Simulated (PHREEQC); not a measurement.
Make-up at 25 °C: 0.26 mol/kgw CsOH, 0.014 mol/kgw CO2 and 0.00084 mol/kgw Na2CO3. Closed to the air; pH follows from the charge balance.

Model: ion-association model, wateq4f.dat, run in PHREEQC.

```tsv
quantity	before	after
pH	13.20	12.34
ionic strength (mol/kgw)	0.276	0.276
Na+ (mol/kgw)	0.00156	0.00131
NaCO3- (mol/kgw)	0.000119	0.000365
HCO3- (mol/kgw)	7.56e-6	3.43e-5
NaHCO3 (mol/kgw)	3.29e-9	1.21e-8
SI of Natron (Na2CO3:10H2O)	-7.00	-8.26
SI of Nahcolite (NaHCO3)	-7.66	-7.34
```

Q: Which change was made?
A. temperature from 25 to 55 °C
B. CO2 from 0.014 to 0.007 mol/kgw
C. CO2 replaced by Cs2CO3 at the same molality
D. 0.15 mol/kgw KHSO4 added
E. Na2CO3 replaced by NaHF2 at the same molality

A: A, temperature from 25 to 55 °C

Precipitation was switched off in this run. Away from 25 °C the constants follow the database's enthalpies or fits; those with neither stay at their 25 °C values.
